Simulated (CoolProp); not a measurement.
The fluid at 521.77 K and 0.152 MPa flows at 0.082 m/s in a round tube of 10 mm bore and 1.5 µm roughness, fully developed (64/Re and Nu = 3.66 if laminar; Colebrook and Gnielinski if turbulent). The same conditions are run with several fluids, on thermodynamics alone (safety and materials aside).

Computed with CoolProp (reference Helmholtz-energy equation of state of each fluid (sulfur hexafluoride: Guder 2009; nitrogen: Span 2000; n-heptane: Span 2003; ethane: Bücker 2006; n-nonane: Lemmon 2006)).

### Question
Rank sulfur hexafluoride, nitrogen, n-heptane, ethane, n-nonane by Reynolds number, highest first.

### Answer
n-nonane (411), n-heptane (288), sulfur hexafluoride (170), ethane (56.5), nitrogen (29.9)

```json
[
 {"fluid": "sulfur hexafluoride", "Darcy friction factor": "0.376", "pressure drop (Pa/m)": "0.647", "heat-transfer coefficient (W/(m² K))": "10.7", "mass flow (kg/h)": "0.119"},
 {"fluid": "nitrogen", "Darcy friction factor": "2.14", "pressure drop (Pa/m)": "0.705", "heat-transfer coefficient (W/(m² K))": "14.8", "mass flow (kg/h)": "0.0227"},
 {"fluid": "n-heptane", "Darcy friction factor": "0.222", "pressure drop (Pa/m)": "0.268", "heat-transfer coefficient (W/(m² K))": "13.2", "mass flow (kg/h)": "0.0833"},
 {"fluid": "ethane", "Darcy friction factor": "1.13", "pressure drop (Pa/m)": "0.402", "heat-transfer coefficient (W/(m² K))": "21.2", "mass flow (kg/h)": "0.0245"},
 {"fluid": "n-nonane", "Darcy friction factor": "0.156", "pressure drop (Pa/m)": "0.245", "heat-transfer coefficient (W/(m² K))": "11.7", "mass flow (kg/h)": "0.108"}
]
```

Transport values come from each fluid's own correlations.
